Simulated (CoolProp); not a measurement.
R245fa at several states: fugacity coefficient from the reference equation and from simpler models built on Tc = 427.0 K, pc = 36.51 bar, ω = 0.378; each cubic takes its own stable root.

Model: reference Helmholtz-energy equation of state, Akasaka 2015, in CoolProp.

```csv
T (K),p (bar),phase,reference
267.9,4.01,liquid,0.1033
405.9,6.23,gas,0.9321
375.8,59.2,liquid,0.2172
219.9,0.554,liquid,0.04073
370.2,0.588,gas,0.9910
```

Task: How far does each simpler model (Redlich-Kwong, Peng-Robinson) lie from the reference over these 5 states: mean and median of the absolute difference, and the worst?

Result: 
- Redlich-Kwong: mean 128.9 %, median 25.2 %, worst +442.6 % at 219.9 K and 0.554 bar
- Peng-Robinson: mean 2.4 %, median 0.8 %, worst +8.4 % at 219.9 K and 0.554 bar
